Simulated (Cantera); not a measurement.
Feed: 1 mol Cu, 0.58 mol F₂, 0.46 mol H₂, at 13.3 mbar.

Cantera equilibrium calculation (NASA polynomials, part measured and part estimated; ideal gas, pure solids and liquids). Candidate condensed phases: Cu, CuF₂; 15 gas species. Rates play no part.

Task: At 873 K, list the 3 most abundant gas species with their mole fractions, and the condensed phases.

Result: HF 1.000, CuF 1.32e-5, CuF₂ 1.04e-5. Condensed: Cu(s) + CuF₂(s).
